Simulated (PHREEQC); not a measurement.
Solution (25 °C): 0.0058 mol/kgw Cu(NO3)2, 0.013 mol/kgw HCl and 0.35 mol/kgw FeCl3. Closed to the air; pH follows from the charge balance.

All values are PHREEQC results (ion-association model, wateq4f.dat), not measurements.

```json
[
 {"quantity": "pH", "before": "1.78", "after": "1.99"},
 {"quantity": "ionic strength (mol/kgw)", "before": "1.05", "after": "0.323"},
 {"quantity": "Cl- (mol/kgw)", "before": "0.678", "after": "0.260"}
]
```

Q: What was changed between the two runs?
A) FeCl3 replaced by CdCl2 at the same molality
B) Cu(NO3)2 from 0.0058 to 0.0029 mol/kgw
C) Cu(NO3)2 left out
D) FeCl3 replaced by AlCl3 at the same molality
E) 0.02 mol/kgw Ca(OH)2 added

A: A, FeCl3 replaced by CdCl2 at the same molality

This is a speciation only: nothing precipitates in the calculation. The ionic strength passes 0.7 mol/kgw, the rough limit of the ion-association models, in before. Some of these states are supersaturated (in Hematite (slow to form), Goethite (slow to form), for instance).
